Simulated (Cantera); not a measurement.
A freely propagating, adiabatic, planar premixed flame of CH₄ : CO : O₂ : N₂ = 1 : 0.46 : 2.23 : 8.38 (molar parts), equivalence ratio 1.0, unburnt at 423 K and 2.50 bar; mixture-averaged transport, grid criteria slope 0.08 and curve 0.16, no radiation.

Detailed kinetics in Cantera: GRI-Mech 3.0 (53 species, 325 reactions). Burning velocities carry a grid error of a few per cent, more on coarse grids.

Task: How do the results move with these cheaper or finer settings: unity-Lewis-number transport; multicomponent transport; multicomponent+Soret transport; grid criteria slope 0.5, curve 1; grid criteria slope 0.25, curve 0.5; grid criteria slope 0.03, curve 0.06?

Result: 
```csv
setting,laminar burning velocity,thermal thickness,peak x(CH₃),peak x(CH₂),grid points
as above,55.9 cm/s,0.183 mm,0.00170,3.64e-5,143
unity-Lewis-number transport,43.6 cm/s,0.203 mm,0.00149,3.59e-5,140
multicomponent transport,56.1 cm/s,0.186 mm,0.00171,3.66e-5,143
multicomponent+Soret transport,55.2 cm/s,0.187 mm,0.00166,3.56e-5,143
"grid criteria slope 0.5, curve 1",59.5 cm/s,0.200 mm,0.00167,3.54e-5,38
"grid criteria slope 0.25, curve 0.5",56.7 cm/s,0.189 mm,0.00167,3.62e-5,60
"grid criteria slope 0.03, curve 0.06",55.0 cm/s,0.183 mm,0.00170,3.63e-5,350
```
The base run took around 9 core-seconds (rough).
Unity Lewis numbers drop preferential diffusion, which matters most where H2 and H carry the flame; Soret adds thermal diffusion.
